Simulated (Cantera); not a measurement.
Feed: 1 mol SiHCl₃, 0.011 mol CH₄, 2.4 mol H₂, 0.0083 mol C₂H₂, held at 1998.15 K and 28.0 mbar.

Method: chemical equilibrium by Gibbs-energy minimisation in Cantera with the NASA 1993 tables (ideal gas, pure condensed phases). Candidate condensed phases: C, C₆H₆, C₇H₈, C₈H₁₈, Si, SiC; 109 gas species. The tables' values for SiCl₃, SiCl are old estimates; treat these amounts as uncertain. Gases not in the tables: Si₂H₆ and higher silanes. The numbers say what is thermodynamically allowed, not how fast it happens.

Task: What is the equilibrium state?

Result: 
```json
{
 "x(H₂)": "0.536",
 "x(HCl)": "0.237",
 "x(SiCl₂)": "0.212",
 "x(H)": "0.00702",
 "x(SiCl₃)": "0.00265",
 "x(Cl)": "0.00231",
 "x(SiCl)": "0.00208",
 "x(Si)": "0.00128",
 "x(SiH)": "0.000107",
 "n(SiC(s))": "0.0274 mol",
 "gas_amount": "4.456 mol",
 "log10 activity of Si(l) (absent)": "-0.07",
 "log10 activity of C(graphite) (absent)": "-1.19"
}
```
